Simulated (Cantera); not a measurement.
What does this Cantera script print?

```python
import numpy as np
import cantera as ct

gas_names = """
    B BF BF2 BF3 BH BHF2 BH2 BH3 BO BOF BOF2 BO2 B2 B2O B2O2 B2O3 B3O3F3 B3O3H3 F FO FO2 F2 F2O H HBO
    HBO2 HF HOF HO2 H2 H2F2 H2O H2O2 H3B3O6 H3F3 H4F4 H5F5 H6F6 H7F7 O OH O2 O3
""".split()
cond_names = """
    B(b) B(L) B2O3(L) B3O3H3(cr) H2O(s) H2O(L)
""".split()


def load(file, names, dense=False):
    # The tables refer to 1 bar. Condensed volumes are neglected.
    table = {s.name: s for s in ct.Species.list_from_file(file)}
    out = []
    for n in names:
        d = dict(table[n].input_data)
        d["thermo"] = dict(d["thermo"], **{"reference-pressure": 1e5})
        if dense:
            d["equation-of-state"] = {"model": "constant-volume", "density": "1e6 g/cm^3"}
        out.append(ct.Species.from_dict(d))
    return out


gas = ct.Solution(thermo="ideal-gas", species=load("nasa_gas.yaml", gas_names))
cond = {s.name: ct.Solution(thermo="fixed-stoichiometry", species=[s], name=s.name)
        for s in load("nasa_condensed.yaml", cond_names, dense=True)}
atoms = {
    'BF3': {'B': 1, 'F': 3},
    'H2O': {'H': 2, 'O': 1},
    'H2': {'H': 2},
}
top_T = {}  # K; cautious upper limits of use, not melting points


def equilibrate(T, P, feed):
    n = {}
    for name, mol in feed.items():
        for a, k in atoms[name].items():
            n[a] = n.get(a, 0.0) + k * mol
    gas.TPX = T, P, n
    mass = sum(n.values()) * gas.mean_molecular_weight
    gas.equilibrate("TP")
    valid = [c for c in cond.values() if c.min_temp <= T <= top_T.get(c.name, c.max_temp)]
    mix = ct.Mixture([(gas, mass / gas.mean_molecular_weight)] + [(c, 0.0) for c in valid])
    mix.T, mix.P = T, P
    mix.equilibrate("TP", solver="vcs", rtol=1e-11, max_steps=5000)
    return mix


results = []
feed = {'BF3': 1, 'H2O': 0.074, 'H2': 180}  # mol
T = 2073.15  # K
P = 13332.2  # Pa
mix = equilibrate(T, P, feed)
results.append((T, P, feed, dict(zip(mix.species_names, mix.species_moles))))
x = sorted(zip(gas.X, gas.species_names), reverse=True)
print(f"T = {T:g} K  P = {P:g} Pa  gas = {mix.phase_moles(0):.4g} mol")
print("   x: " + "  ".join(f"{s} {v:.3e}" for v, s in x if v > 0.0001))
print("   condensed (mol): " + ("  ".join(f"{mix.phase(i).name} {mix.phase_moles(i):.4g}"
      for i in range(1, mix.n_phases) if mix.phase_moles(i) > 1e-12) or "none"))
```

Output:

```
T = 2073.15 K  P = 13332.2 Pa  gas = 182.5 mol
   x: H2 9.780e-01  HF 9.411e-03  H 7.130e-03  BF 3.550e-03  BF2 1.072e-03  BOF 3.032e-04  BHF2 2.243e-04  BF3 1.928e-04
   condensed (mol): none
```

Method: chemical equilibrium by Gibbs-energy minimisation in Cantera with the NASA 1993 tables (ideal gas, pure condensed phases). The tables' values for BF2, BH2 are old estimates; treat these amounts as uncertain.
